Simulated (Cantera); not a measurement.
A closed system holds: 1 mol SiC, 6.9 mol H2, at 1.00 Torr.

Cantera equilibrium calculation (NASA polynomials, part measured and part estimated; ideal gas, pure solids and liquids). Candidate condensed phases: C, C6H6, C7H8, C8H18, Si, SiC; 87 gas species. Gases not in the tables: Si2H6 and higher silanes. The numbers say what is thermodynamically allowed, not how fast it happens.

Task: Which condensed phases are stable at each of these points (T (K)): 1498, 1598, 1698, 1798, 1898, 1998, 2098?

Result: 
```json
[
 {"T (K)": "1498", "condensed phases": "SiC(s)", "Si condensed (%)": "100.0"},
 {"T (K)": "1598", "condensed phases": "SiC(s)", "Si condensed (%)": "100.0"},
 {"T (K)": "1698", "condensed phases": "SiC(s)", "Si condensed (%)": "100.0"},
 {"T (K)": "1798", "condensed phases": "SiC(s)", "Si condensed (%)": "99.9"},
 {"T (K)": "1898", "condensed phases": "SiC(s)", "Si condensed (%)": "99.7"},
 {"T (K)": "1998", "condensed phases": "C(graphite) + SiC(s)", "Si condensed (%)": "98.6"},
 {"T (K)": "2098", "condensed phases": "C(graphite) + SiC(s)", "Si condensed (%)": "93.6"}
]
```

From 1498 K to 1898 K the condensed part is SiC(s). From 1998 K to 2098 K the condensed part is C(graphite) + SiC(s).
